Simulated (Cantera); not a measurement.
Input (Python, Cantera) and output of one run.

```python
import numpy as np
import cantera as ct

gas_names = """
    H HNO HNO2 HNO3 HO2 H2 H2O H2O2 N NH NH2 NH3 NH2OH NO NO2 NO3 N2 N2H2 N2H4 N2O O OH O2 O3 Si SiH
    SiH2 SiH3 SiH4 SiN SiO SiO2 Si2 Si2N Si3
""".split()
cond_names = """
    H2O(s) H2O(L) Si(cr) Si(L) SiO2(Lqz) SiO2(hqz) SiO2(L) Si2N2O(s) Si3N4(a)
""".split()


# ... load() reads the species with a 1 bar reference pressure and builds the phases ...
atoms = {
    'Si3N4': {'Si': 3, 'N': 4},
    'O2': {'O': 2},
    'H2': {'H': 2},
    'N2O': {'N': 2, 'O': 1},
}
top_T = {'Si2N2O(s)': 2100, 'Si3N4(a)': 2400}  # K; cautious upper limits of use, not melting points


# ... equilibrate(T, P, feed) seeds the gas with the atoms and calls Mixture.equilibrate('TP', solver="vcs", rtol=1e-11, max_steps=5000) ...
results = []
feed = {'Si3N4': 1, 'O2': 0.0012, 'H2': 75, 'N2O': 0.18}  # mol
T = 2123  # K
P = 0.46  # Pa
mix = equilibrate(T, P, feed)
results.append((T, P, feed, dict(zip(mix.species_names, mix.species_moles))))
x = sorted(zip(gas.X, gas.species_names), reverse=True)
print(f"T = {T:g} K  P = {P:g} Pa  gas = {mix.phase_moles(0):.4g} mol")
print("   x: " + "  ".join(f"{s} {v:.3e}" for v, s in x if v > 1e-05))
print("   condensed (mol): " + ("  ".join(f"{mix.phase(i).name} {mix.phase_moles(i):.4g}"
      for i in range(1, mix.n_phases) if mix.phase_moles(i) > 1e-12) or "none"))
```

It prints:

```
T = 2123 K  P = 0.46 Pa  gas = 128.9 mol
   x: H 7.557e-01  H2 2.041e-01  Si 2.185e-02  N2 1.691e-02  SiO 1.415e-03  SiH 1.094e-05
   condensed (mol): none
```

Method: chemical equilibrium by Gibbs-energy minimisation in Cantera with the NASA 1993 tables (ideal gas, pure condensed phases).
